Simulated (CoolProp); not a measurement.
Saturation properties of oxygen (Tc = 154.6 K, pc = 5.046 MPa, ω = 0.022).

Values from CoolProp's reference Helmholtz-energy equation of state, Schmidt 1985.

```
T (K)  p (MPa)  surface tension (mN/m)  liquid conductivity (mW/(m K))
-----  -------  ----------------------  ------------------------------
100.1   0.2561                    10.7                             136
103     0.3243                    10.0                             132
105.9   0.4050                    9.33                             128
108.8   0.4998                    8.66                             124
111.8   0.6140                    7.97                             119
114.7   0.7414                    7.31                             115
117.6   0.8870                    6.66                             111
120.5    1.052                    6.03                             106
123.4    1.239                    5.41                             102
126.3    1.447                    4.80                            98.0
```

It boils at 90.2 K under 1 atm.

Thermal conductivity comes from a separate model (Lemmon 2004). Surface tension comes from a separate correlation (Mulero 2012).
